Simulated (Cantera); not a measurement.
Feed: 1 mol SiO₂, 28 mol H₂, 1.1 mol N₂, at 480 Torr.

These are equilibrium values from Cantera (NASA tables, ideal gas, pure condensed phases), not measurements of a reactor. Candidate condensed phases: H₂O, Si, SiO₂, Si₂N₂O, Si₃N₄; 35 gas species. N₂ is the only nitrogen source here; it is nearly inert below about 1500 K, so the nitride shown seldom forms there in practice. Mutual solubility and eutectic melting of coexisting phases are not modelled. The tables hold silica as quartz up to 1696 K and as liquid above; real silica turns to tridymite and cristobalite and melts near 1996 K. Kinetics and transport are ignored.

Problem. Which condensed phases are stable at each of these points (T (K)): 723, 798, 873, 948, 1023, 1098, 1173, 1248, 1323, 1398, 1473, 1548, 1623, 1698?

Solution. 
```json
[
 {"T (K)": "723", "condensed phases": "SiO₂(α-quartz) + Si₂N₂O(s)", "Si condensed (%)": "100.0"},
 {"T (K)": "798", "condensed phases": "SiO₂(α-quartz) + Si₂N₂O(s)", "Si condensed (%)": "100.0"},
 {"T (K)": "873", "condensed phases": "SiO₂(β-quartz) + Si₂N₂O(s)", "Si condensed (%)": "100.0"},
 {"T (K)": "948", "condensed phases": "SiO₂(β-quartz) + Si₂N₂O(s)", "Si condensed (%)": "100.0"},
 {"T (K)": "1023", "condensed phases": "SiO₂(β-quartz) + Si₂N₂O(s)", "Si condensed (%)": "100.0"},
 {"T (K)": "1098", "condensed phases": "SiO₂(β-quartz) + Si₂N₂O(s)", "Si condensed (%)": "100.0"},
 {"T (K)": "1173", "condensed phases": "SiO₂(β-quartz) + Si₂N₂O(s)", "Si condensed (%)": "100.0"},
 {"T (K)": "1248", "condensed phases": "SiO₂(β-quartz) + Si₂N₂O(s)", "Si condensed (%)": "100.0"},
 {"T (K)": "1323", "condensed phases": "SiO₂(β-quartz) + Si₂N₂O(s)", "Si condensed (%)": "100.0"},
 {"T (K)": "1398", "condensed phases": "SiO₂(β-quartz) + Si₂N₂O(s)", "Si condensed (%)": "100.0"},
 {"T (K)": "1473", "condensed phases": "SiO₂(β-quartz) + Si₂N₂O(s)", "Si condensed (%)": "100.0"},
 {"T (K)": "1548", "condensed phases": "SiO₂(β-quartz) + Si₂N₂O(s)", "Si condensed (%)": "99.9"},
 {"T (K)": "1623", "condensed phases": "SiO₂(β-quartz) + Si₂N₂O(s)", "Si condensed (%)": "99.3"},
 {"T (K)": "1698", "condensed phases": "SiO₂(condensed)", "Si condensed (%)": "98.2"}
]
```

From 723 K to 798 K the condensed part is SiO₂(α-quartz) + Si₂N₂O(s). From 873 K to 1623 K the condensed part is SiO₂(β-quartz) + Si₂N₂O(s). At 1698 K the condensed part is SiO₂(condensed).
